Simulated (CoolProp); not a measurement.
A closed Brayton cycle with carbon dioxide: compressor inlet 311.15 K and 8.5 MPa, high pressure 24 MPa, turbine inlet 930 K, compressor efficiency 0.85, turbine efficiency 0.9, recuperator effectiveness 0 (on enthalpy, no pinch check). Each further row changes one setting.

Computed with CoolProp (reference Helmholtz-energy equation of state, Span 1996).

| case | thermal efficiency (%) | net work (kJ/kg) | compressor to turbine work | compressor exit (K) | turbine exit (K) |
|---|---|---|---|---|---|
| as stated | 15.6 | 121 | 0.22 | 363.7 | 796.5 |
| turbine inlet 880 K | 15.7 | 112 | 0.23 | 363.7 | 751.1 |
| compressor inlet 321.15 K | 15.1 | 105 | 0.32 | 402.4 | 796.5 |
| high pressure 20.4 MPa | … | 106 | … | 355.2 | 816.7 |
| recuperator effectiveness 0.5 | … | 121 | 0.22 | 363.7 | 796.5 |

Question: Complete the blanks.

Answer: 
- high pressure 20.4 MPa, thermal efficiency (%): 13.4
- high pressure 20.4 MPa, compressor to turbine work: 0.20
- recuperator effectiveness 0.5, thermal efficiency (%): 23.1
